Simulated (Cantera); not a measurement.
## SiCl4 + O3 + H2 + N2O (silicon oxide and oxynitride deposition)

Charge: 1 mol SiCl4, 0.18 mol O3, 52 mol H2, a varied amount of N2O, held at 1798 K and 1000 Pa.

Equilibrium computed with Cantera from the NASA thermochemical tables; the gas is ideal and each condensed phase is pure. Candidate condensed phases: H2O, NH4Cl, Si, SiO2, Si2N2O, Si3N4; 47 gas species. The tables hold silica as quartz up to 1696 K and as liquid above; real silica turns to tridymite and cristobalite and melts near 1996 K. Rates play no part.

```csv
n(N2O) (mol),x H2,x N2,x H2O,x HCl,x SiO,x H,n SiO2(condensed)
0.71,0.890,0.0127,0.00448,0.0715,0.0179,0.00332,0
1.7,0.868,0.0301,0.0158,0.0707,0.0116,0.00328,0.346
2.6,0.848,0.0455,0.0267,0.0699,0.00671,0.00324,0.617
3.5,0.823,0.0605,0.0396,0.0689,0.00438,0.00319,0.746
4.5,0.794,0.0766,0.0548,0.0678,0.00306,0.00314,0.820
5.4,0.768,0.0905,0.0684,0.0669,0.00237,0.00309,0.859
6.3,0.743,0.104,0.0819,0.0659,0.00191,0.00303,0.884
7.3,0.715,0.119,0.0965,0.0648,0.00156,0.00298,0.904
```
x: gas mole fraction; n: condensed amount in mol.

At 0.71 mol N2O nothing is condensed. From 1.7 mol N2O to 7.3 mol N2O the condensed part is SiO2(condensed). The main Si-bearing gas is SiO throughout. The share of Si in condensed phases is highest at 7.3 mol N2O (90.4 %) and lowest at 0.71 mol N2O (0.0 %).
